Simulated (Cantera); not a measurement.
A closed system holds: 1 mol Si, 0.0025 mol H₂O, 11 mol H₂, held at 2273 K.

Equilibrium computed with Cantera from the NASA thermochemical tables; the gas is ideal and each condensed phase is pure. Candidate condensed phases: H₂O, Si, SiO₂; 18 gas species. Gases not in the tables: Si₂H₆ and higher silanes. Kinetics and transport are ignored.

At 0.00130 bar, list the 7 most abundant gas species with their mole fractions, and the condensed phases.

H₂ 0.727, H 0.199, Si 0.0736, SiH 0.000873, SiO 0.000188, Si₂ 0.000177, SiH₂ 3.95e-5. Condensed: gas only.
